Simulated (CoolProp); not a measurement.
A closed Brayton cycle with dry air: compressor inlet 325.15 K and 5.8 MPa, high pressure 17.3 MPa, turbine inlet 765 K, compressor efficiency 0.8, turbine efficiency 0.93, recuperator effectiveness 0.9 (on enthalpy, no pinch check). Each further row changes one setting.

Model: reference Helmholtz-energy equation of state, Lemmon 2000, in CoolProp. It is a pseudo-pure fit of the blend.

| case | thermal efficiency (%) | net work (kJ/kg) | compressor to turbine work | compressor exit (K) | turbine exit (K) |
|---|---|---|---|---|---|
| as stated | 21.5 | 46.7 | 0.77 | 474.7 | 582.9 |
| turbine inlet 715 K | 16.7 | 33.4 | 0.82 | 474.7 | 543.1 |
| compressor inlet 335.15 K | 19.4 | 41.7 | [?] | [?] | 582.9 |
| high pressure 14.7 MPa | [?] | 46.7 | 0.73 | 449.4 | [?] |
| recuperator effectiveness 0.5 | 17.8 | 46.7 | 0.77 | 474.7 | 582.9 |

**Question.** Complete the blanks.

**Answer.** 
- compressor inlet 335.15 K, compressor to turbine work: 0.79
- compressor inlet 335.15 K, compressor exit (K): 489.0
- high pressure 14.7 MPa, thermal efficiency (%): 23.9
- high pressure 14.7 MPa, turbine exit (K): 607.2
